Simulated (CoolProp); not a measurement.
Hexamethyldisiloxane (MM) along the isobar 0.101 MPa: Z from the reference equation and from simpler models built on Tc = 518.7 K, pc = 1.931 MPa, ω = 0.418; each cubic takes its own stable root.

The numbers come from the reference Helmholtz-energy equation of state, Thol 2016 in CoolProp.

```tsv
T (K)	phase	reference	Soave-Redlich-Kwong	Peng-Robinson
273.4	liquid	0.009185	0.009944	0.008842
288.9	liquid	0.008874	0.009566	0.008498
304.3	liquid	0.008607	0.009245	0.008205
319.8	liquid	0.008374	0.008972	0.007955
335.2	liquid	0.008178	0.008747	0.007747
350.7	liquid	0.008011	0.008565	0.007578
366.2	liquid	0.007876	0.008428	0.007449
381.6	gas	0.9418	0.9486	0.9461
```
